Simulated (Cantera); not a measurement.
Mixture: C₃H₈ : O₂ : N₂ : CO₂ = 1 : 5 : 15 : 0.54 (molar parts), at 110000 Pa, adiabatic and at constant volume. Ignition delay is the time to a rise of 400 K.

Computed with Cantera and GRI-Mech 3.0 (53 species, 325 reactions). GRI-Mech 3.0 was tuned for natural gas; its chemistry of propane as a main component is partial and can be far from experiment.

What does this change do: pressure from 110000 Pa to 31000 Pa?


```json
[
 {"quantity": "delay at 1025 K", "before": "0.257 s", "after": "0.554 s"},
 {"quantity": "delay at 1100 K", "before": "44.8 ms", "after": "82.9 ms"},
 {"quantity": "delay at 1175 K", "before": "8.44 ms", "after": "14.8 ms"},
 {"quantity": "delay at 1250 K", "before": "1.88 ms", "after": "3.35 ms"},
 {"quantity": "delay at 1325 K", "before": "0.521 ms", "after": "0.987 ms"},
 {"quantity": "delay at 1400 K", "before": "0.180 ms", "after": "0.371 ms"},
 {"quantity": "apparent activation energy between 1250 and 1400 K", "before": "230 kJ/mol", "after": "210 kJ/mol"}
]
```

What does this change do: O2 5 to 2.1 parts?


| quantity | before | after |
|---|---|---|
| delay at 1025 K | 0.257 s | 0.480 s |
| delay at 1100 K | 44.8 ms | 79.2 ms |
| delay at 1175 K | 8.44 ms | 14.8 ms |
| delay at 1250 K | 1.88 ms | 3.43 ms |
| delay at 1325 K | 0.521 ms | 0.998 ms |
| delay at 1400 K | 0.180 ms | 0.359 ms |
| apparent activation energy between 1250 and 1400 K | 230 kJ/mol | 220 kJ/mol |
